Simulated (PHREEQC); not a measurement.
Consider water at 25 °C with 0.006 mol/kgw ZnSO4. Closed to the air; pH follows from the charge balance.

Model: ion-association model, wateq4f.dat, run in PHREEQC.

```json
{
 "pH": "5.81",
 "ionic_strength": "0.0174 mol/kgw"
}
```

```
species     molality  activity   log γ
----------  --------  --------  ------
Zn+2         0.00434   0.00266  -0.213
SO4-2        0.00429   0.00257  -0.222
ZnSO4        0.00160   0.00160   0.002
Zn(SO4)2-2   5.66e-5   3.36e-5  -0.227
ZnOH+        2.14e-6   1.88e-6  -0.057
H+           1.73e-6   1.55e-6  -0.048
HSO4-        4.42e-7   3.88e-7  -0.056
Zn(OH)2      1.38e-8   1.39e-8   0.002
OH-          7.38e-9   6.45e-9  -0.058
```

No solid was allowed to form.
